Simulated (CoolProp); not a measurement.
Properties of decamethyltetrasiloxane (MD2M) along the isobar 0.101 MPa (Tc = 599.4 K, pc = 1.144 MPa, ω = 0.635).

Values from CoolProp's reference Helmholtz-energy equation of state, Thol 2017.

| T (K) | phase | density (kg/m³) | isothermal compressibility (1/MPa) |
|---|---|---|---|
| 342 | liquid | 805.0 | 0.002352 |
| 361.5 | liquid | (withheld) | (withheld) |
| 380.9 | liquid | 765.4 | 0.003344 |
| 400.4 | liquid | 744.8 | 0.004061 |
| 419.9 | liquid | 723.6 | 0.005010 |
| 439.4 | liquid | 701.4 | 0.006306 |
| 458.8 | liquid | 678.1 | 0.008129 |
| 478.3 | gas | 8.460 | 10.67 |
| 497.8 | gas | (withheld) | (withheld) |
| 517.3 | gas | 7.682 | 10.45 |
| 536.7 | gas | 7.354 | 10.37 |
| 556.2 | gas | 7.056 | 10.31 |
| 575.7 | gas | 6.784 | 10.25 |

Problem. Some entries are withheld; supply them.

Solution. 
- 361.5, density (kg/m³): 785.3
- 361.5, isothermal compressibility (1/MPa): 0.002791
- 497.8, density (kg/m³): 8.048
- 497.8, isothermal compressibility (1/MPa): 10.55
